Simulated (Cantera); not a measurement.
Charge: 1 mol Si3N4, 0.19 mol O2, 61 mol H2, 0.06 mol CO2, at 1975 K and 1330 Pa.

Method: chemical equilibrium by Gibbs-energy minimisation in Cantera with the NASA 1993 tables (ideal gas, pure condensed phases). Candidate condensed phases: C, C6H6, C7H8, C8H18, H2O, Si, SiC, SiO2, Si2N2O, Si3N4; 151 gas species. The tables' values for SiN are old estimates; treat these amounts as uncertain. Gases not in the tables: Si2H6 and higher silanes. The numbers say what is thermodynamically allowed, not how fast it happens.

Base state: H2 0.947, N2 0.0312, H 0.0115, SiO 0.00695, Si 0.00242, CO 0.000858, SiH 0.000196, SiH2 8.70e-5 (mole fractions); condensed: Si(l).

Question: What changes in the equilibrium state with this change: Si3N4 replaced by SiC?

Answer: 
```tsv
species	before	after
H2	0.947	0.979
H	0.0115	0.0117
CO	0.000858	0.00508
N2	0.0312	0
SiO	0.00695	0.00299
HCN	4.98e-5	0
Si2N	1.84e-5	0
Si(l), mol	2.37	0
SiC(s), mol	0	0.742
```

Question: What changes in the equilibrium state with this change: 0.93 mol CH4 added?

Answer: 
```tsv
species	before	after
H2	0.947	0.948
N2	0.0312	0.0303
H	0.0115	0.0115
SiO	0.00695	0.00591
Si2C	2.60e-5	5.97e-5
HCN	4.98e-5	0.000113
Si(l), mol	2.37	1.55
SiC(s), mol	0	0.867
```
Mutual solubility and eutectic melting of coexisting phases are not modelled.
